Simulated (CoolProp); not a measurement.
A Linde-Hampson liquefier for dry air: isothermal reversible compression at 200 K from 1 atm to 5 MPa, throttling to 1 atm, return gas leaving the recuperator 5 K below the feed. Each further row changes one setting.

Model: reference Helmholtz-energy equation of state, Lemmon 2000, in CoolProp. It is a pseudo-pure fit of the blend.

```json
[
 {"case": "as stated", "liquid yield per pass": "0.063", "compression work (kJ/kg of gas)": "217"},
 {"case": "high pressure 10 MPa", "liquid yield per pass": "0.143", "compression work (kJ/kg of gas)": "251"},
 {"case": "warm-end temperature 230 K", "liquid yield per pass": "0.039", "compression work (kJ/kg of gas)": "253"},
 {"case": "warm-end gap 10 K", "liquid yield per pass": "0.048", "compression work (kJ/kg of gas)": "217"}
]
```
